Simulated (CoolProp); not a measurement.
Properties of CHF3 (R23) along the isobar 0.607 MPa.

Computed with CoolProp (reference Helmholtz-energy equation of state, Penoncello 2003).

```tsv
T (°C)	phase	density (kg/m³)	cp (kJ/(kg K))	cv (kJ/(kg K))	isothermal compressibility (1/MPa)	Prandtl number
-126.45	liquid	1607	1.196	0.7251	0.0008907	4.81
-120.35	liquid	1585	1.198	0.7216	0.0009721	4.35
-114.35	liquid	1565	1.201	0.7191	0.001060	3.98
-108.35	liquid	1543	1.205	0.7172	0.001158	3.68
-102.25	liquid	1522	1.210	0.7157	0.001268	3.42
-96.25	liquid	1500	1.216	0.7148	0.001391	3.20
-90.15	liquid	1477	1.223	0.7144	0.001532	3.01
-84.15	liquid	1455	1.232	0.7145	0.001690	2.85
-78.05	liquid	1432	1.243	0.7152	0.001876	2.71
-72.05	liquid	1408	1.256	0.7163	0.002090	2.59
-66.05	liquid	1384	1.270	0.7180	0.002341	2.49
-59.95	liquid	1359	1.288	0.7203	0.002646	2.40
-53.95	liquid	1333	1.308	0.7231	0.003009	2.32
-47.85	liquid	1306	1.333	0.7266	0.003465	2.25
-41.85	gas	25.37	0.8941	0.6439	1.933	0.953
```

Viscosity comes from a separate model (Shan 2000). Thermal conductivity comes from a separate model (Shan 2000).
